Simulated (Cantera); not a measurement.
A closed system holds: 1 mol SiF4, 4.5 mol N2, equilibrated at 1027 °C and 58.0 Pa.

Cantera equilibrium calculation (NASA polynomials, part measured and part estimated; ideal gas, pure solids and liquids). Candidate condensed phases: Si, Si3N4; 16 gas species. The numbers say what is thermodynamically allowed, not how fast it happens.

Base state: N2 0.818, SiF4 0.182 (mole fractions); condensed: gas only.

Problem. What changes in the equilibrium state with this change: SiF4 replaced by SiH2Cl2?

Solution. 
| species | before | after |
|---|---|---|
| N2 | 0.818 | 0.676 |
| HCl | 0 | 0.223 |
| H2 | 0 | 0.0573 |
| SiF4 | 0.182 | 0 |
| SiCl2 | 0 | 0.0271 |
| SiCl4 | 0 | 0.00995 |
| SiCl3 | 0 | 0.00674 |
| Si3N4(s), mol | 0 | 0.247 |
N2 is the only nitrogen source here; it is nearly inert below about 1500 K, so the nitride shown seldom forms there in practice. The tables' values for SiCl3 are old estimates; treat these amounts as uncertain. Further candidate phases: NH4Cl.
